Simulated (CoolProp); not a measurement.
Vapour-liquid equilibrium of isohexane (1) + benzene (2) at 385 K; x and y are mole fractions of (1).

The numbers come from the multi-fluid Helmholtz-energy mixture model, Lemmon 2006 and Thol 2012; pair parameters Bell 2016 in CoolProp.

```tsv
x	bubble pressure (MPa)	y at the bubble point	dew pressure at overall composition x (MPa)	liquid density (mol/L)
0.05	0.2649	0.113	0.2538	9.701
0.2	0.3083	0.335	0.2812	9.029
0.35	0.3381	0.481	0.3113	8.433
0.5	0.3606	0.602	0.3417	7.902
0.65	0.3785	0.716	0.3686	7.428
0.8	0.3933	0.834	0.3894	7.002
0.95	0.4054	0.957	0.4047	6.617
```

No azeotrope shows between x = 0.05 and 0.95.

The pair parameters rest on a limited set of measurements; away from them the model extrapolates.
